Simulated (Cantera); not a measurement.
Input: 1 mol Si, 16 mol HBr, 37 mol H2, held at 1223 K and 0.0133 bar.

Cantera equilibrium calculation (NASA polynomials, part measured and part estimated; ideal gas, pure solids and liquids). Candidate condensed phases: Br2, Si; 19 gas species. The tables' values for SiBr3 are old estimates; treat these amounts as uncertain. Rates play no part.

Base state: H2 0.732, HBr 0.248, SiBr2 0.00922, SiBr4 0.00823, SiBr3 0.00112, SiHBr3 0.000452, Br 0.000274, SiH2Br2 1.18e-5 (mole fractions); condensed: gas only.

Problem. What changes in the equilibrium state with this change: temperature from 1223 K to 673.15 K?

Solution. 
```
species    before    after
-------  --------  -------
H2          0.732    0.750
HBr         0.248    0.231
SiBr4     0.00823   0.0192
SiBr2     0.00922    <1e-9
SiBr3     0.00112  2.79e-9
Br       0.000274  1.30e-9
SiH2Br2   1.18e-5    <1e-9
```

Problem. What changes in the equilibrium state with this change: H2 from 37 to 10 mol?

Solution. 
```json
[
 {"species": "HBr", "before": "0.248", "after": "0.490"},
 {"species": "H2", "before": "0.732", "after": "0.470"},
 {"species": "SiBr4", "before": "0.00823", "after": "0.0316"},
 {"species": "SiH2Br2", "before": "1.18e-5", "after": "4.80e-6"},
 {"species": "Br", "before": "0.000274", "after": "0.000675"},
 {"species": "SiBr2", "before": "0.00922", "after": "0.00583"}
]
```

Problem. What changes in the equilibrium state with this change: temperature from 1223 K to 598.15 K?

Solution. 
| species | before | after |
|---|---|---|
| H2 | 0.732 | 0.750 |
| HBr | 0.248 | 0.231 |
| SiBr4 | 0.00823 | 0.0192 |
| SiBr2 | 0.00922 | <1e-9 |
| SiBr3 | 0.00112 | <1e-9 |
| Br | 0.000274 | <1e-9 |
| SiH2Br2 | 1.18e-5 | <1e-9 |
| SiHBr3 | 0.000452 | 8.31e-7 |
